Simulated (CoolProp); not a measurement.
The numbers come from the reference Helmholtz-energy equation of state, McLinden 2015 in CoolProp.

### Question
For the fluoroketone C6F12O (FK-5-1-12), give the phase and the Z, cp (kJ/(kg K)), speed of sound (m/s), isothermal compressibility (1/MPa) at 432.7 K and 57.4 bar.

### Answer
- 432.7 K and 57.4 bar: liquid; Z 0.426, cp 1.24, speed of sound 225, isothermal compressibility 0.0206
